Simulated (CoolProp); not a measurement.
Vapour-liquid equilibrium of dimethyl ether (1) + methanol (2) at 3.79 bar; x and y are mole fractions of (1).

Computed with CoolProp (multi-fluid Helmholtz-energy mixture model, Wu 2011 and de Reuck 1993; pair parameters Bell 2016).

```json
[
 {"x": "0.05", "bubble temperature, mixture model (K)": "355.5", "bubble temperature, Raoult's law (K)": "363.2", "y, mixture model": "0.487", "y, Raoult's law": "0.359"},
 {"x": "0.2", "bubble temperature, mixture model (K)": "318.8", "bubble temperature, Raoult's law (K)": "335.4", "y, mixture model": "0.889", "y, Raoult's law": "0.804"},
 {"x": "0.35", "bubble temperature, mixture model (K)": "304.4", "bubble temperature, Raoult's law (K)": "317.8", "y, mixture model": "0.948", "y, Raoult's law": "0.925"},
 {"x": "0.5", "bubble temperature, mixture model (K)": "297.4", "bubble temperature, Raoult's law (K)": "305.9", "y, mixture model": "0.967", "y, Raoult's law": "0.967"},
 {"x": "0.65", "bubble temperature, mixture model (K)": "293.0", "bubble temperature, Raoult's law (K)": "297.2", "y, mixture model": "0.977", "y, Raoult's law": "0.985"},
 {"x": "0.8", "bubble temperature, mixture model (K)": "289.3", "bubble temperature, Raoult's law (K)": "290.5", "y, mixture model": "0.985", "y, Raoult's law": "0.994"},
 {"x": "0.95", "bubble temperature, mixture model (K)": "285.1", "bubble temperature, Raoult's law (K)": "285.2", "y, mixture model": "0.996", "y, Raoult's law": "0.999"}
]
```

The largest gap from Raoult's law is -16.6 K in bubble temperature, at x = 0.2. No azeotrope shows between x = 0.05 and 0.95.

Pair parameters are fitted to limited data, so mixtures are less certain than the pure fluids. With so large a gap from Raoult's law the liquid may split in two, which this calculation doesn't test in full.
